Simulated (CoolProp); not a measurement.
Properties of ethanol along the isotherm 273.55 °C.

Model: reference Helmholtz-energy equation of state, Schroeder 2014, in CoolProp.

```json
[
 {"p (MPa)": "1.74", "phase": "gas", "density (kg/m³)": "18.86", "viscosity (µPa s)": "16.3", "fugacity coefficient": "0.9388"},
 {"p (MPa)": "3.48", "phase": "gas", "density (kg/m³)": "?", "viscosity (µPa s)": "16.9", "fugacity coefficient": "0.8779"},
 {"p (MPa)": "5.22", "phase": "gas", "density (kg/m³)": "68.58", "viscosity (µPa s)": "17.8", "fugacity coefficient": "0.8164"},
 {"p (MPa)": "6.96", "phase": "supercritical", "density (kg/m³)": "108.1", "viscosity (µPa s)": "19.7", "fugacity coefficient": "0.7528"},
 {"p (MPa)": "8.71", "phase": "supercritical", "density (kg/m³)": "?", "viscosity (µPa s)": "24.9", "fugacity coefficient": "0.6841"},
 {"p (MPa)": "10.4", "phase": "supercritical", "density (kg/m³)": "?", "viscosity (µPa s)": "37.1", "fugacity coefficient": "0.6152"},
 {"p (MPa)": "12.2", "phase": "supercritical", "density (kg/m³)": "?", "viscosity (µPa s)": "47.6", "fugacity coefficient": "0.5525"},
 {"p (MPa)": "13.9", "phase": "supercritical", "density (kg/m³)": "?", "viscosity (µPa s)": "54.3", "fugacity coefficient": "?"},
 {"p (MPa)": "15.7", "phase": "supercritical", "density (kg/m³)": "?", "viscosity (µPa s)": "59.7", "fugacity coefficient": "?"}
]
```

**Question.** Complete the blanks.

**Answer.** 
- 3.48, density (kg/m³): 40.97
- 8.71, density (kg/m³): 184.5
- 10.4, density (kg/m³): 308.2
- 12.2, density (kg/m³): 383.5
- 13.9, density (kg/m³): 421.9
- 13.9, fugacity coefficient: 0.5061
- 15.7, density (kg/m³): 448.9
- 15.7, fugacity coefficient: 0.4672

Viscosity comes from a separate model (Kiselev 2005).
